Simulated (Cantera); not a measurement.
Input: 1 mol TiC, 0.015 mol H2, equilibrated at 2775 K and 10.0 Torr.

Equilibrium computed with Cantera from the NASA thermochemical tables; the gas is ideal and each condensed phase is pure. Candidate condensed phases: C, C6H6, C7H8, C8H18, Ti, TiC; 77 gas species. TiC: taken at fixed stoichiometry. Kinetics and transport are ignored.

Base state: H2 0.522, H 0.468, Ti 0.00654, C2H2 (acetylene) 0.00267, C2H 0.000290, C 0.000153, C3 0.000118, C2 2.82e-5 (mole fractions); condensed: TiC(s).

Question: What changes in the equilibrium state with this change: temperature from 2775 K to 2323 K?

Answer: 
```csv
species,before,after
H2,0.522,0.910
H,0.468,0.0900
Ti,0.00654,0.000110
C3,0.000118,2.63e-9
C2,2.82e-5,2.11e-9
C,0.000153,1.01e-7
C2H,0.000290,2.58e-7
"TiC(s), mol",1.000,1.000
```

Question: What changes in the equilibrium state with this change: pressure from 10.0 Torr to 75.0 Torr?

Answer: 
| species | before | after |
|---|---|---|
| H2 | 0.522 | 0.787 |
| H | 0.468 | 0.210 |
| Ti | 0.00654 | 0.00186 |
| C3 | 0.000118 | 1.62e-6 |
| C2 | 2.82e-5 | 8.25e-7 |
| C | 0.000153 | 9.57e-6 |
| C2H | 0.000290 | 2.86e-5 |
| TiC(s), mol | 1.000 | 1.000 |

Question: What changes in the equilibrium state with this change: TiC replaced by AlN?

Answer: 
```tsv
species	before	after
Al	0	0.654
N2	0	0.327
H	0.468	0.0179
H2	0.522	0.000764
Ti	0.00654	0
C2H2 (acetylene)	0.00267	0
C2H	0.000290	0
TiC(s), mol	1.000	0
```
Further candidate phases: Al, AlN.
